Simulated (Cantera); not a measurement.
A closed system holds: 1 mol Si3N4, 0.4 mol H2O, 400 mol N2, at 1573.15 K.

Method: chemical equilibrium by Gibbs-energy minimisation in Cantera with the NASA 1993 tables (ideal gas, pure condensed phases). Candidate condensed phases: H2O, Si, SiO2, Si2N2O, Si3N4; 35 gas species. Mutual solubility and eutectic melting of coexisting phases are not modelled. Equilibrium is a limit: real reactors are often held back by kinetics, nucleation or transport.

What share of the Si ends up in condensed phases as a function of P (Pa), at 0.100, 0.600, 3.60, 22, 130, 770, 4600, 28000, 170000, 1000000?


| P (Pa) | Si condensed (%) | as |
|---|---|---|
| 0.100 | 0.0 | - |
| 0.600 | 0.0 | - |
| 3.60 | 65.4 | Si(s) |
| 22 | 83.5 | Si3N4(s) |
| 130 | 86.5 | Si3N4(s) |
| 770 | 97.6 | Si2N2O(s) + Si3N4(s) |
| 4600 | 99.8 | Si2N2O(s) + Si3N4(s) |
| 28000 | 100.0 | Si2N2O(s) + Si3N4(s) |
| 170000 | 100.0 | Si2N2O(s) + Si3N4(s) |
| 1000000 | 100.0 | Si2N2O(s) + Si3N4(s) |
